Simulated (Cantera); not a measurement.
## Premixed flame

A freely propagating, adiabatic, planar premixed flame of 11.2 % CH4, 18.7 % O2, 70.1 % N2, equivalence ratio 1.2, unburnt at 475 K and 760 Torr; mixture-averaged transport, grid criteria slope 0.08 and curve 0.16, no radiation.

Detailed kinetics in Cantera: GRI-Mech 3.0 (53 species, 325 reactions). Burning velocities carry a grid error of a few per cent, more on coarse grids.

```json
[
 {"z (mm)": "-1.12", "T (K)": "475", "u (m/s)": "0.765", "x CH4": "0.112", "x O2": "0.187", "x CH3": "1.17e-8", "x H2O": "3.77e-5", "x NO2": "<1e-8", "x CH2CO": "<1e-8"},
 {"z (mm)": "-0.749", "T (K)": "477", "u (m/s)": "0.771", "x CH4": "0.111", "x O2": "0.186", "x CH3": "1.32e-7", "x H2O": "0.000382", "x NO2": "<1e-8", "x CH2CO": "1.35e-8"},
 {"z (mm)": "-0.562", "T (K)": "489", "u (m/s)": "0.792", "x CH4": "0.110", "x O2": "0.185", "x CH3": "7.59e-7", "x H2O": "0.00189", "x NO2": "2.54e-8", "x CH2CO": "1.44e-7"},
 {"z (mm)": "-0.375", "T (K)": "572", "u (m/s)": "0.936", "x CH4": "0.104", "x O2": "0.178", "x CH3": "9.00e-6", "x H2O": "0.0119", "x NO2": "1.96e-7", "x CH2CO": "2.69e-6"},
 {"z (mm)": "-0.187", "T (K)": "1040", "u (m/s)": "1.73", "x CH4": "0.0710", "x O2": "0.139", "x CH3": "0.000482", "x H2O": "0.0624", "x NO2": "1.67e-7", "x CH2CO": "5.79e-5"},
 {"z (mm)": "-0.0937", "T (K)": "1466", "u (m/s)": "2.48", "x CH4": "0.0383", "x O2": "0.0942", "x CH3": "0.00262", "x H2O": "0.108", "x NO2": "5.05e-8", "x CH2CO": "0.000169"},
 {"z (mm)": "0", "T (K)": "1840", "u (m/s)": "3.14", "x CH4": "0.00957", "x O2": "0.0460", "x CH3": "0.00316", "x H2O": "0.150", "x NO2": "1.04e-8", "x CH2CO": "0.000159"},
 {"z (mm)": "0.0937", "T (K)": "2002", "u (m/s)": "3.42", "x CH4": "0.000886", "x O2": "0.0185", "x CH3": "0.000625", "x H2O": "0.170", "x NO2": "<1e-8", "x CH2CO": "2.79e-5"},
 {"z (mm)": "0.187", "T (K)": "2044", "u (m/s)": "3.48", "x CH4": "4.57e-5", "x O2": "0.00885", "x CH3": "4.26e-5", "x H2O": "0.176", "x NO2": "<1e-8", "x CH2CO": "1.66e-6"},
 {"z (mm)": "0.375", "T (K)": "2076", "u (m/s)": "3.51", "x CH4": "1.15e-7", "x O2": "0.00476", "x CH3": "1.28e-7", "x H2O": "0.176", "x NO2": "<1e-8", "x CH2CO": "<1e-8"},
 {"z (mm)": "0.749", "T (K)": "2113", "u (m/s)": "3.57", "x CH4": "<1e-8", "x O2": "0.00344", "x CH3": "<1e-8", "x H2O": "0.177", "x NO2": "<1e-8", "x CH2CO": "<1e-8"},
 {"z (mm)": "1.50", "T (K)": "2156", "u (m/s)": "3.63", "x CH4": "<1e-8", "x O2": "0.00232", "x CH3": "<1e-8", "x H2O": "0.181", "x NO2": "<1e-8", "x CH2CO": "<1e-8"},
 {"z (mm)": "3.00", "T (K)": "2198", "u (m/s)": "3.69", "x CH4": "<1e-8", "x O2": "0.00131", "x CH3": "<1e-8", "x H2O": "0.184", "x NO2": "<1e-8", "x CH2CO": "<1e-8"}
]
```
x: mole fraction of selected species; z is measured from the peak of heat release.

| Quantity | Value |
|---|---|
| laminar burning velocity | 76.4 cm/s |
| thermal thickness | 0.375 mm |
| peak x(CH3) | 0.00369 |
| peak x(CH2CO) | 0.000201 |
| grid points | 152 |
